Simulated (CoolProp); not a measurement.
Vapour-liquid equilibrium of R134a (1) + R236FA (2) at 319.3 K; x and y are mole fractions of (1).

Model: multi-fluid Helmholtz-energy mixture model, Tillner-Roth 1994 and Pan 2012; pair parameters Bell 2016, in CoolProp.

```
x     bubble pressure (kPa)  y at the bubble point  dew pressure at overall composition x (kPa)  liquid density (mol/L)
----  ---------------------  ---------------------  -------------------------------------------  ----------------------
0.05                  552.6                  0.093                                        538.5                   8.545
0.15                  613.2                  0.254                                        572.8                   8.759
0.25                  675.1                  0.390                                        611.5                   8.981
0.35                  738.3                  0.507                                        655.5                   9.213
0.45                  803.2                  0.609                                        705.9                   9.455
0.55                  870.0                  0.699                                        764.2                   9.707
0.65                  938.6                  0.779                                        832.2                   9.969
0.75                   1009                  0.850                                        912.6                   10.24
0.85                   1082                  0.915                                         1009                   10.53
0.95                   1157                  0.973                                         1126                   10.82
```

No azeotrope shows between x = 0.05 and 0.95.

The pair parameters rest on a limited set of measurements; away from them the model extrapolates.
